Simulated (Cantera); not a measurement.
An isothermal, constant-pressure homogeneous reactor starts with N2O : H2 : N2 = 1 : 0.022 : 2 (molar parts), at 1025 K and 0.490 bar. Integrator tolerance rtol = 1e-08.

Computed with Cantera and GRI-Mech 3.0 (53 species, 325 reactions). GRI-Mech 3.0 was tuned for natural gas; its chemistry of N2O as a main component is partial and can be far from experiment. The mechanism lacks the step 2 NO + O2 → 2 NO2, which can matter for NO2 below about 1400 K. The temperature is held fixed by assumption; the heat of reaction is taken as removed at once.

What does this change do: temperature 1025 to 1400 K?


```json
[
 {"quantity": "x(N2O) at 2.00 s", "before": "0.319 (gas-phase equilibrium 2.04e-9)", "after": "2.41e-5 (gas-phase equilibrium 2.85e-8)"},
 {"quantity": "x(H2) at 2.00 s", "before": "1.35e-8 (gas-phase equilibrium 4.37e-12)", "after": "1.21e-8 (gas-phase equilibrium 1.09e-8)"},
 {"quantity": "x(OH) at 2.00 s", "before": "7.27e-7 (gas-phase equilibrium 5.02e-8)", "after": "8.13e-6 (gas-phase equilibrium 8.33e-6)"},
 {"quantity": "x(NO2) at 2.00 s", "before": "4.18e-5 (gas-phase equilibrium 9.00e-7)", "after": "0.000163 (gas-phase equilibrium 2.60e-6)"},
 {"quantity": "x(NO) at 2.00 s", "before": "0.000149 (gas-phase equilibrium 3.49e-5)", "after": "0.0419 (gas-phase equilibrium 0.000617)"},
 {"quantity": "x(N2) at 2.00 s", "before": "0.672 (gas-phase equilibrium 0.854)", "after": "0.833 (gas-phase equilibrium 0.854)"},
 {"quantity": "x(H) at 2.00 s", "before": "4.41e-11 (gas-phase equilibrium <1e-12)", "after": "7.92e-10 (gas-phase equilibrium 7.31e-10)"}
]
```
